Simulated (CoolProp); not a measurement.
Properties of C3F8 (R218) along the isobar 0.523 MPa (Tc = 71.9 °C, pc = 2.640 MPa, ω = 0.317).

Computed with CoolProp (reference Helmholtz-energy equation of state, Lemmon 2006). It is a short technical equation, of lower accuracy than the large ones.

```json
[
 {"T (°C)": "0.65", "phase": "liquid", "speed of sound (m/s)": "387.5", "Joule-Thomson coefficient (K/MPa)": "-0.05404", "isothermal compressibility (1/MPa)": "0.006548", "conductivity (mW/(m K))": "51.9"},
 {"T (°C)": "15.75", "phase": "gas", "speed of sound (m/s)": "101.5", "Joule-Thomson coefficient (K/MPa)": "18.06", "isothermal compressibility (1/MPa)": "2.291", "conductivity (mW/(m K))": "11.9"},
 {"T (°C)": "30.85", "phase": "gas", "speed of sound (m/s)": "107.1", "Joule-Thomson coefficient (K/MPa)": "14.20", "isothermal compressibility (1/MPa)": "2.192", "conductivity (mW/(m K))": "13.1"},
 {"T (°C)": "45.95", "phase": "gas", "speed of sound (m/s)": "111.9", "Joule-Thomson coefficient (K/MPa)": "11.60", "isothermal compressibility (1/MPa)": "2.129", "conductivity (mW/(m K))": "14.3"},
 {"T (°C)": "61.05", "phase": "gas", "speed of sound (m/s)": "116.2", "Joule-Thomson coefficient (K/MPa)": "9.723", "isothermal compressibility (1/MPa)": "2.086", "conductivity (mW/(m K))": "15.5"},
 {"T (°C)": "76.15", "phase": "gas", "speed of sound (m/s)": "120.2", "Joule-Thomson coefficient (K/MPa)": "8.316", "isothermal compressibility (1/MPa)": "2.055", "conductivity (mW/(m K))": "16.8"},
 {"T (°C)": "91.25", "phase": "gas", "speed of sound (m/s)": "123.8", "Joule-Thomson coefficient (K/MPa)": "(withheld)", "isothermal compressibility (1/MPa)": "2.030", "conductivity (mW/(m K))": "18.1"},
 {"T (°C)": "106.45", "phase": "gas", "speed of sound (m/s)": "127.3", "Joule-Thomson coefficient (K/MPa)": "6.349", "isothermal compressibility (1/MPa)": "(withheld)", "conductivity (mW/(m K))": "19.5"},
 {"T (°C)": "121.55", "phase": "gas", "speed of sound (m/s)": "130.5", "Joule-Thomson coefficient (K/MPa)": "5.643", "isothermal compressibility (1/MPa)": "1.996", "conductivity (mW/(m K))": "20.8"},
 {"T (°C)": "136.65", "phase": "gas", "speed of sound (m/s)": "(withheld)", "Joule-Thomson coefficient (K/MPa)": "5.059", "isothermal compressibility (1/MPa)": "1.984", "conductivity (mW/(m K))": "22.2"},
 {"T (°C)": "151.75", "phase": "gas", "speed of sound (m/s)": "136.6", "Joule-Thomson coefficient (K/MPa)": "(withheld)", "isothermal compressibility (1/MPa)": "1.974", "conductivity (mW/(m K))": "23.7"},
 {"T (°C)": "166.85", "phase": "gas", "speed of sound (m/s)": "139.5", "Joule-Thomson coefficient (K/MPa)": "4.152", "isothermal compressibility (1/MPa)": "1.965", "conductivity (mW/(m K))": "25.1"}
]
```

**Question.** Complete the blanks.

**Answer.** 
- 91.25, Joule-Thomson coefficient (K/MPa): 7.224
- 106.45, isothermal compressibility (1/MPa): 2.012
- 136.65, speed of sound (m/s): 133.6
- 151.75, Joule-Thomson coefficient (K/MPa): 4.568

Thermal conductivity comes from a separate model (Huber 2003), an estimate that may be off by 10 % or more.
